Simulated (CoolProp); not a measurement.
n-butane at 428.62 K and 0.258 MPa flows at 0.89 m/s in a round tube of 2 mm bore and 0.25 µm roughness, fully developed (64/Re and Nu = 3.66 if laminar; Colebrook and Gnielinski if turbulent). Each further row changes one setting.

Model: reference Helmholtz-energy equation of state, Bücker 2006, in CoolProp.

```tsv
case	Reynolds number	Darcy friction factor	pressure drop (Pa/m)	heat-transfer coefficient (W/(m² K))	mass flow (kg/h)
as stated	722	0.0886	75.5	59.1	0.0433
velocity 1.78 m/s	1440	0.0443	151	59.1	0.0867
diameter 4 mm	1440	0.0443	18.9	29.6	0.173
```

Viscosity comes from a separate model (Vogel 1999). Thermal conductivity comes from a separate model (Perkins 2002).
